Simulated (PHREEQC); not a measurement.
Spent oxide etchant: speciation

Dissolve 0.19 mol/kgw NH4HF2, 0.0045 mol/kgw (NH4)2SiF6, 0.0011 mol/kgw H3BO3 and 0.0061 mol/kgw H2SO4 at 20 °C. Closed to the air; pH follows from the charge balance.

Computed with PHREEQC (ion-association model, phreeqc.dat).

| Quantity | Value |
|---|---|
| pH | 2.90 |
| ionic strength | 0.206 mol/kgw |
| activity of water | 0.991 |
| density | 1.004 g/cm³ |
| total alkalinity | -220 meq/kg |

| species | molality | activity | log γ |
|---|---|---|---|
| NH4+ | 0.197 | 0.134 | -0.167 |
| HF | 0.138 | 0.144 | 0.021 |
| F- | 0.119 | 0.0839 | -0.151 |
| HF2- | 0.0596 | 0.0445 | -0.127 |
| SiF6-2 | 0.00450 | 0.00134 | -0.527 |
| SO4-2 | 0.00356 | 0.00104 | -0.535 |
| NH4SO4- | 0.00239 | 0.00179 | -0.127 |
| H+ | 0.00157 | 0.00125 | -0.098 |
| BF4- | 0.00110 | 0.000820 | -0.127 |
| HSO4- | 0.000152 | 0.000114 | -0.127 |
| BF3OH- | 2.52e-6 | 1.88e-6 | -0.127 |
| NH3 | 4.05e-8 | 4.24e-8 | 0.021 |
| BF2(OH)2- | 1.98e-8 | 1.48e-8 | -0.127 |

This is a speciation only: nothing precipitates in the calculation. Species that the database lacks are ignored. SiF6-2 is the database's only silicon fluoride. Real BF4- forms and hydrolyses slowly; the run takes it at equilibrium.
